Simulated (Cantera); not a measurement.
A closed system holds: 1 mol SiC, 0.13 mol C, 0.22 mol H2, held at 1400 °C and 19.0 Pa.

Equilibrium computed with Cantera from the NASA thermochemical tables; the gas is ideal and each condensed phase is pure. Candidate condensed phases: C, C6H6, C7H8, C8H18, Si, SiC; 87 gas species. Kinetics and transport are ignored.

Base state: H2 0.992, H 0.00824, C2H2 (acetylene) 5.66e-5, Si 2.95e-5 (mole fractions); condensed: C(graphite) + SiC(s).

### Question
What changes in the equilibrium state with this change: 0.00049 mol O2 added?

### Answer
```csv
species,before,after
H2,0.992,0.987
H,0.00824,0.00822
CO,0,0.00440
Si,2.95e-5,2.95e-5
SiO,0,1.65e-5
C2H2 (acetylene),5.66e-5,5.63e-5
"C(graphite), mol",0.130,0.129
"SiC(s), mol",1.000,1.000
```
Further candidate phases: H2O, SiO2.

### Question
What changes in the equilibrium state with this change: temperature from 1400 °C to 1202 °C?

### Answer
| species | before | after |
|---|---|---|
| H2 | 0.992 | 0.999 |
| H | 0.00824 | 0.000940 |
| C2H2 (acetylene) | 5.66e-5 | 6.66e-6 |
| Si | 2.95e-5 | 2.00e-7 |
| C(graphite), mol | 0.130 | 0.130 |
| SiC(s), mol | 1.000 | 1.00 |
